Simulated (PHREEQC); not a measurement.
Brine: speciation

Dissolve 0.93 mol/kgw KOH, 0.01 mol/kgw Na2B4O7 and 0.041 mol/kgw KBr at 20 °C. Closed to the air; pH follows from the charge balance.

The numbers come from PHREEQC with the Pitzer model, pitzer.dat.

The pH is 14.06, the ionic strength is 0.991 mol/kgw and the activity of water is 0.965. The density comes out as 1.050 g/cm³. The osmotic coefficient is 0.987 and the total alkalinity comes out as 950 meq/kg.

| species | molality | activity | log γ |
|---|---|---|---|
| K+ | 0.971 | 0.640 | -0.181 |
| OH- | 0.910 | 0.763 | -0.077 |
| Br- | 0.0410 | 0.0244 | -0.225 |
| B(OH)4- | 0.0400 | 0.0250 | -0.204 |
| Na+ | 0.0200 | 0.0114 | -0.245 |
| B(OH)3 | 5.13e-7 | 3.89e-7 | -0.120 |

This is a speciation only: nothing precipitates in the calculation.
